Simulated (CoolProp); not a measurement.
The fluid at 422.43 K and 0.123 MPa is throttled through a valve to 0.0346 MPa with no heat exchange. The same conditions are run with several fluids, on thermodynamics alone (safety and materials aside).

Computed with CoolProp (reference Helmholtz-energy equation of state of each fluid (isobutane: Bücker 2006; CH2F2 (R32): Tillner-Roth 1997; ethane: Bücker 2006; R1336mzz(Z): McLinden 2020; propane: Lemmon 2009)).

Question: Rank isobutane, CH2F2 (R32), ethane, R1336mzz(Z), propane by temperature change (K), highest first.

Answer: ethane (-0.4), propane (-0.5), isobutane (-0.7), CH2F2 (R32) (-0.8), R1336mzz(Z) (-1.0)

```json
[
 {"fluid": "isobutane", "final density (kg/m³)": "0.575"},
 {"fluid": "CH2F2 (R32)", "final density (kg/m³)": "0.514"},
 {"fluid": "ethane", "final density (kg/m³)": "0.297"},
 {"fluid": "R1336mzz(Z)", "final density (kg/m³)": "1.63"},
 {"fluid": "propane", "final density (kg/m³)": "0.436"}
]
```
